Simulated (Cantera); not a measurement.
Feed: 1 mol SiC, 0.0014 mol O2, 770 mol N2, at 1325 K and 750 Torr.

Cantera equilibrium calculation (NASA polynomials, part measured and part estimated; ideal gas, pure solids and liquids). Candidate condensed phases: C, Si, SiC, SiO2, Si2N2O, Si3N4; 34 gas species. N2 is the only nitrogen source here; it is nearly inert below about 1500 K, so the nitride shown seldom forms there in practice. Mutual solubility and eutectic melting of coexisting phases are not modelled. The numbers say what is thermodynamically allowed, not how fast it happens.

Base state: N2 1.000 (mole fractions); condensed: C(graphite) + Si2N2O(s) + Si3N4(s).

What changes in the equilibrium state with this change: temperature from 1325 K to 1925 K?


```csv
species,before,after
N2,1.000,1.000
"C(graphite), mol",0.998,0
"Si2N2O(s), mol",0.000667,0
"Si3N4(s), mol",0.333,0
"SiC(s), mol",0,0.997
```

What changes in the equilibrium state with this change: SiC replaced by Si?


| species | before | after |
|---|---|---|
| N2 | 1.000 | 1.00 |
| C(graphite), mol | 0.998 | 0 |
| Si2N2O(s), mol | 0.000667 | 0.00280 |
| Si3N4(s), mol | 0.333 | 0.331 |
